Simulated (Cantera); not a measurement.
## Stirred combustor or abatement burner

A perfectly stirred reactor is fed with CO : H2 : O2 : N2 = 1 : 0.14 : 0.934 : 3.51 (molar parts), equivalence ratio 0.61, at 13.8 atm; it is adiabatic with a 550 K inlet, and is followed from long to short residence time, starting on the burning branch (τ in s: 0.037, 0.016, 0.0072, 0.0032, 0.0014, 0.00061, 0.00027, 0.00012, 5.1e-05).

Model: GRI-Mech 3.0 (53 species, 325 reactions), integrated in Cantera. The hydrogen kinetics of GRI-Mech 3.0 are dated; newer H2 mechanisms differ, most at raised pressure. The pressure lies above the range GRI-Mech 3.0 was tuned for (to about 10 atm).

```json
[
 {"τ (s)": "0.037", "T (K)": "2166", "x CO": "0.00124", "x H2": "3.08e-5", "x O2": "0.0719", "x H": "7.96e-6", "x NO2": "5.99e-6"},
 {"τ (s)": "0.016", "T (K)": "2165", "x CO": "0.00159", "x H2": "3.73e-5", "x O2": "0.0724", "x H": "1.02e-5", "x NO2": "3.81e-6"},
 {"τ (s)": "0.0072", "T (K)": "2160", "x CO": "0.00223", "x H2": "4.95e-5", "x O2": "0.0729", "x H": "1.49e-5", "x NO2": "2.75e-6"},
 {"τ (s)": "0.0032", "T (K)": "2151", "x CO": "0.00341", "x H2": "7.21e-5", "x O2": "0.0734", "x H": "2.54e-5", "x NO2": "2.28e-6"},
 {"τ (s)": "0.0014", "T (K)": "2135", "x CO": "0.00551", "x H2": "0.000112", "x O2": "0.0743", "x H": "4.83e-5", "x NO2": "2.05e-6"},
 {"τ (s)": "0.00061", "T (K)": "2107", "x CO": "0.00900", "x H2": "0.000176", "x O2": "0.0757", "x H": "9.60e-5", "x NO2": "1.78e-6"},
 {"τ (s)": "0.00027", "T (K)": "2064", "x CO": "0.0145", "x H2": "0.000273", "x O2": "0.0780", "x H": "0.000186", "x NO2": "1.37e-6"},
 {"τ (s)": "0.00012", "T (K)": "1997", "x CO": "0.0231", "x H2": "0.000410", "x O2": "0.0817", "x H": "0.000342", "x NO2": "9.01e-7"},
 {"τ (s)": "5.1e-5", "T (K)": "1875", "x CO": "0.0394", "x H2": "0.000623", "x O2": "0.0890", "x H": "0.000561", "x NO2": "4.98e-7"}
]
```
x: mole fraction; the columns are a selection and need not sum to one.
